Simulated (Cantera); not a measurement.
Input: 1 mol CH3F, 0.053 mol H2, at 0.0140 bar.

Cantera equilibrium calculation (NASA polynomials, part measured and part estimated; ideal gas, pure solids and liquids). Candidate condensed phases: C, C6H6, C7H8, C8H18; 95 gas species. Equilibrium is a limit: real reactors are often held back by kinetics, nucleation or transport. All values below are at 2023 K.

Base state: H2 0.504, HF 0.484, H 0.0114, C2H2 (acetylene) 0.000450 (mole fractions); condensed: C(graphite).

Problem. What changes in the equilibrium state with this change: pressure from 0.0140 bar to 0.000530 bar?

Solution. 
```tsv
species	before	after
HF	0.484	0.473
H2	0.504	0.470
H	0.0114	0.0565
F	4.94e-6	2.57e-5
C2H2 (acetylene)	0.000450	0.000420
C(graphite), mol	0.998	0.998
```
